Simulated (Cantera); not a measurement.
An adiabatic, constant-pressure homogeneous reactor starts with CH₄ : H₂ : O₂ : N₂ = 1 : 0.077 : 3 : 11.3 (molar parts), at 1650 K and 21800 Torr.

Computed with Cantera and GRI-Mech 3.0 (53 species, 325 reactions). The pressure lies above the range GRI-Mech 3.0 was tuned for (to about 10 atm).

Q: Predict: time of steepest temperature rise; temperature at 0.500 s; equilibrium temperature; x(H₂) at 0.500 s; x(O₂) at 0.500 s; x(N₂O) at 0.500 s.

A: 
```
Quantity                                                            Result
---------------------------------  ---------------------------------------
time of steepest temperature rise                                  15.3 µs
temperature at 0.500 s                                              2812 K
equilibrium temperature                                             2812 K
x(H₂) at 0.500 s                   0.00230 (gas-phase equilibrium 0.00230)
x(O₂) at 0.500 s                     0.0538 (gas-phase equilibrium 0.0538)
x(N₂O) at 0.500 s                  5.24e-6 (gas-phase equilibrium 5.24e-6)
```
